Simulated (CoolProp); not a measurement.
The fluid at 298.15 K and 2.51 MPa (liquid) is heated at constant pressure to 320.2 K. The same conditions are run with several fluids, on thermodynamics alone (safety and materials aside).

Values from CoolProp's reference Helmholtz-energy equation of state of each fluid (R245ca: Zhou 2016; cis-2-butene: Lemmon 2005; n-perfluorobutane: Gao 2022; CH2F2 (R32): Tillner-Roth 1997; neopentane: Lemmon 2006).

```
fluid              heat (kJ/kg)  final phase  final density (kg/m³)
-----------------  ------------  -----------  ---------------------
R245ca                     30.7       liquid                   1340
cis-2-butene               50.3       liquid                    592
n-perfluorobutane          25.4       liquid                   1430
CH2F2 (R32)                 279          gas                   69.1
neopentane                 52.0       liquid                    564
```
